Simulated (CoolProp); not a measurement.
Properties of acetone along the isobar 9010 kPa (Tc = 508.1 K, pc = 4692 kPa, ω = 0.307).

Model: reference Helmholtz-energy equation of state, Lemmon 2006, in CoolProp. It is a short technical equation, of lower accuracy than the large ones.

| T (K) | phase | speed of sound (m/s) | isothermal compressibility (1/MPa) | expansivity (1/kK) |
|---|---|---|---|---|
| 210.3 | liquid | 1632 | 0.0005868 | 1.168 |
| 216.5 | liquid | 1601 | 0.0006138 | 1.172 |
| 222.7 | liquid | 1570 | ___ | ___ |
| 228.8 | liquid | 1540 | 0.0006717 | 1.184 |
| 235 | liquid | 1510 | 0.0007033 | ___ |
| 241.2 | liquid | 1480 | ___ | 1.200 |
| 247.4 | liquid | ___ | 0.0007719 | 1.210 |
| 253.5 | liquid | 1422 | ___ | ___ |
| 259.7 | liquid | 1394 | ___ | 1.231 |
| 265.9 | liquid | 1365 | 0.0008900 | 1.244 |

Problem. Fill in the missing entries.

Solution. 
- 222.7, isothermal compressibility (1/MPa): 0.0006422
- 222.7, expansivity (1/kK): 1.178
- 235, expansivity (1/kK): 1.192
- 241.2, isothermal compressibility (1/MPa): 0.0007366
- 247.4, speed of sound (m/s): 1451
- 253.5, isothermal compressibility (1/MPa): 0.0008086
- 253.5, expansivity (1/kK): 1.220
- 259.7, isothermal compressibility (1/MPa): 0.0008481
